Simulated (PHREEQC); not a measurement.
Consider water at 20 °C with 0.0029 mol Na2SO4 and 0.058 mol MgSO4 per kg of water. Closed to the air; pH follows from the charge balance.

The numbers come from PHREEQC with the ion-association model, phreeqc.dat.

This is a speciation only: nothing precipitates in the calculation.

Estimate the ionic strength, specific conductance.

ionic strength 0.132 mol/kgw; specific conductance 5360 µS/cm.

In which forms is Mg present?

Mg+2 53 %, MgSO4 47 % of the Mg.

Species that the database lacks are ignored.
